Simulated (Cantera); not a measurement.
Feed: 1 mol Si, 0.94 mol H₂, held at 3380 Torr.

Method: chemical equilibrium by Gibbs-energy minimisation in Cantera with the NASA 1993 tables (ideal gas, pure condensed phases). Candidate condensed phases: Si; 9 gas species. Gases not in the tables: Si₂H₆ and higher silanes. The numbers say what is thermodynamically allowed, not how fast it happens.

x: gas mole fraction; n: condensed amount in mol.

```csv
T (K),x H₂,x H,x SiH₂,x SiH₄,x SiH,n Si(s),n Si(l)
698,1.000,<1e-12,<1e-12,5.36e-7,<1e-12,1.000,0
798,1.000,1.26e-12,<1e-12,9.09e-7,<1e-12,1.000,0
898,1.000,(withheld),(withheld),(withheld),<1e-12,1.000,0
998,1.000,1.01e-9,8.84e-11,1.84e-6,<1e-12,1.000,0
1098,1.000,1.17e-8,1.25e-9,2.37e-6,<1e-12,1.000,0
1198,1.000,8.96e-8,1.14e-8,2.91e-6,9.22e-12,1.000,0
1298,1.000,5.05e-7,7.39e-8,3.47e-6,1.61e-10,1.000,0
1398,1.000,2.23e-6,3.66e-7,4.04e-6,1.85e-9,1.000,0
1498,1.000,(withheld),(withheld),(withheld),(withheld),1.000,0
1598,1.000,2.51e-5,4.89e-6,5.18e-6,9.68e-8,1.000,0
1698,1.000,6.82e-5,1.40e-5,5.64e-6,4.82e-7,0,1.000
```

Problem. Fill in the missing entries.

Solution. 
- 898, x H: 5.16e-11
- 898, x SiH₂: 3.45e-12
- 898, x SiH₄: 1.35e-6
- 1498, x H: 8.10e-6
- 1498, x SiH₂: 1.46e-6
- 1498, x SiH₄: 4.61e-6
- 1498, x SiH: 1.53e-8
